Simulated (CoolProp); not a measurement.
Vapour-liquid equilibrium of R134a (1) + dimethyl ether (2) at 633 kPa; x and y are mole fractions of (1).

Model: multi-fluid Helmholtz-energy mixture model, Tillner-Roth 1994 and Wu 2011; pair parameters Bell 2016, in CoolProp.

| x | bubble temperature (K) | y at the bubble point | dew temperature at overall composition x (K) | liquid density (mol/L) |
|---|---|---|---|---|
| 0.05 | 300.9 | 0.044 | 300.9 | 14.14 |
| 0.125 | 301.2 | 0.117 | 301.2 | 13.94 |
| 0.2 | 301.4 | 0.195 | 301.4 | 13.74 |
| 0.275 | 301.4 | 0.277 | 301.4 | 13.55 |
| 0.35 | 301.3 | 0.362 | 301.3 | 13.36 |
| 0.425 | 301.1 | 0.447 | 301.2 | 13.18 |
| 0.5 | 300.7 | 0.531 | 300.9 | 13.00 |
| 0.575 | 300.2 | 0.613 | 300.5 | 12.83 |
| 0.65 | 299.7 | 0.691 | 300.0 | 12.65 |
| 0.725 | 299.1 | 0.765 | 299.4 | 12.49 |
| 0.8 | 298.4 | 0.835 | 298.7 | 12.32 |
| 0.875 | 297.7 | 0.900 | 298.0 | 12.16 |
| 0.95 | 297.0 | 0.961 | 297.1 | 11.99 |

y crosses x between x = 0.2 and 0.275: the model has an azeotrope there.

Pair parameters are fitted to limited data, so mixtures are less certain than the pure fluids.
